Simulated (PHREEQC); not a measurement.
A solution holds 0.025 mol NH4Cl and 0.03 mol Na2CO3 per kg of water, at 25 °C. Closed to the air; pH follows from the charge balance.

Equilibrium calculation in PHREEQC: ion-association model, phreeqc.dat.

This is a speciation only: nothing precipitates in the calculation.

Problem. Estimate the pH, specific conductance, ionic strength.

Solution. pH 9.74; specific conductance 6090 µS/cm; ionic strength 0.0717 mol/kgw.

Problem. In which forms is N present?

Solution. NH3 71 %, NH4+ 29 % of the N.

Carbamate, which ammonia and carbonate form, is missing from the database.
